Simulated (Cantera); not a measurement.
Input: 1 mol SiH4, 0.15 mol HCl, 130 mol H2, at 2.70 Torr.

Cantera equilibrium calculation (NASA polynomials, part measured and part estimated; ideal gas, pure solids and liquids). Candidate condensed phases: Si; 19 gas species. Gases not in the tables: Si2H6 and higher silanes. Kinetics and transport are ignored.

x: gas mole fraction; n: condensed amount in mol.

```csv
T (K),x H2,x H,x HCl,x Si,n Si(s),n Si(l)
1573,0.998,0.000677,0.00113,1.53e-5,0.997,0
1598,0.998,0.000886,0.00112,2.60e-5,0.995,0
1623,0.998,0.00115,0.00112,4.35e-5,0.992,0
1648,0.997,?,0.00112,?,0.988,0
1673,0.997,0.00190,0.00112,0.000116,0.981,0
1698,0.996,?,0.00112,?,0,0.971
1723,0.996,0.00303,0.00112,0.000273,0,0.957
1748,0.995,0.00380,0.00112,0.000404,0,0.938
1773,0.993,0.00473,0.00112,0.000592,0,0.910
```

### Question
Some entries are withheld; supply them.

### Answer

- 1698, x H: 0.00241
- 1698, x Si: 0.000182
- 1648, x H: 0.00148
- 1648, x Si: 7.16e-5
